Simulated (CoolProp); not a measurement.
Water at 451.27 K and 0.481 MPa is compressed adiabatically to 1.71 MPa with isentropic efficiency 0.75. Each further row changes one setting.

Computed with CoolProp (reference Helmholtz-energy equation of state, Wagner 2002).

```csv
case,work (kJ/kg),final temperature (K),final density (kg/m³)
as stated,397,651.6,5.84
efficiency 1,297,606.5,6.33
efficiency 0.65,458,679.6,5.57
```
